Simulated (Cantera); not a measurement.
Mixture: CH4 : H2 : O2 : N2 = 1 : 0.11 : 1.71 : 6.44 (molar parts), equivalence ratio 1.2, at 9750 Torr, adiabatic and at constant pressure. Ignition delay is the time to a rise of 400 K.

Detailed kinetics in Cantera: GRI-Mech 3.0 (53 species, 325 reactions). The pressure lies above the range GRI-Mech 3.0 was tuned for (to about 10 atm). Below about 1000 K GRI-Mech 3.0 lacks low-temperature oxidation paths. Below about 950 K walls govern HO2 and H2O2 in real vessels.

Q: What does this change do: pressure from 9750 Torr to 1200 Torr?

A: 
| quantity | before | after |
|---|---|---|
| delay at 850 K | 0.594 s | 2.27 s |
| delay at 925 K | 73.9 ms | 0.271 s |
| delay at 1000 K | 14.3 ms | 90.7 ms |
| delay at 1075 K | 4.22 ms | 41.9 ms |
| delay at 1150 K | 1.79 ms | 19.2 ms |
| delay at 1225 K | 0.916 ms | 8.60 ms |
| delay at 1300 K | 0.493 ms | 3.86 ms |
| apparent activation energy between 1150 and 1300 K | 110 kJ/mol | 130 kJ/mol |

Q: What does this change do: CH4 1 to 0.73 parts?

A: 
| quantity | before | after |
|---|---|---|
| delay at 850 K | 0.594 s | 0.685 s |
| delay at 925 K | 73.9 ms | 82.9 ms |
| delay at 1000 K | 14.3 ms | 14.9 ms |
| delay at 1075 K | 4.22 ms | 3.81 ms |
| delay at 1150 K | 1.79 ms | 1.41 ms |
| delay at 1225 K | 0.916 ms | 0.670 ms |
| delay at 1300 K | 0.493 ms | 0.355 ms |
| apparent activation energy between 1150 and 1300 K | 110 kJ/mol | 110 kJ/mol |

Q: What does this change do: 0.015 parts C2H6 added?

A: 
| quantity | before | after |
|---|---|---|
| delay at 850 K | 0.594 s | 0.606 s |
| delay at 925 K | 73.9 ms | 74.1 ms |
| delay at 1000 K | 14.3 ms | 13.8 ms |
| delay at 1075 K | 4.22 ms | 3.81 ms |
| delay at 1150 K | 1.79 ms | 1.52 ms |
| delay at 1225 K | 0.916 ms | 0.748 ms |
| delay at 1300 K | 0.493 ms | 0.399 ms |
| apparent activation energy between 1150 and 1300 K | 110 kJ/mol | 110 kJ/mol |
